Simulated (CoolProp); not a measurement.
Carbon monoxide along the isotherm -90.85 °C: Z from the reference equation and from simpler models built on Tc = -140.3 °C, pc = 3.498 MPa, ω = 0.050; each cubic takes its own stable root.

The numbers come from the reference Helmholtz-energy equation of state, Lemmon 2006 in CoolProp. It is a short technical equation, of lower accuracy than the large ones.

| p (MPa) | phase | reference | van der Waals | Peng-Robinson |
|---|---|---|---|---|
| 0.111 | gas | 0.9960 | 0.9958 | 0.9952 |
| 0.187 | gas | 0.9933 | 0.9929 | 0.9920 |
| 0.315 | gas | 0.9887 | 0.9879 | 0.9865 |
| 0.532 | gas | 0.9809 | 0.9796 | 0.9773 |
| 0.897 | gas | 0.9678 | 0.9653 | 0.9618 |
| 1.51 | gas | 0.9458 | 0.9408 | 0.9362 |
| 2.56 | gas | 0.9085 | 0.8975 | 0.8934 |
| 4.31 | supercritical | 0.8480 | 0.8223 | 0.8271 |
| 7.28 | supercritical | 0.7608 | 0.7068 | 0.7401 |
| 12.3 | supercritical | 0.7149 | 0.7115 | 0.7003 |
| 20.7 | supercritical | 0.8466 | 0.9379 | 0.8014 |
| 35 | supercritical | 1.166 | 1.366 | 1.059 |
